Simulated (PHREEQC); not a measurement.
Make-up at 20 °C: 0.26 mol TMAH, 0.00042 mol H4SiO4 and 0.0098 mol (CH3)4NCl per kg of water. Closed to the air; pH follows from the charge balance.

All values are PHREEQC results (ion-association model, wateq4f.dat), not measurements.

```csv
quantity,before,after
pH,13.42,6.61
H3SiO4- (mol/kgw),0.000101,2.36e-7
H4SiO4 (mol/kgw),2.04e-8,0.000420
SI of Quartz (SiO2),-3.60,+0.68
```

What was changed between the two runs?
A) TMAH from 0.26 to 0.026 mol/kgw
B) TMAH left out
C) diluted 2-fold with water
D) temperature from 20 to 25 °C

B, TMAH left out

Precipitation was switched off in this run. Some of these states are supersaturated (in Quartz (slow to form), Chalcedony (slow to form), for instance). (CH3)4N+ isn't in the database: it is added as a free cation with an ion size of 4 Å.
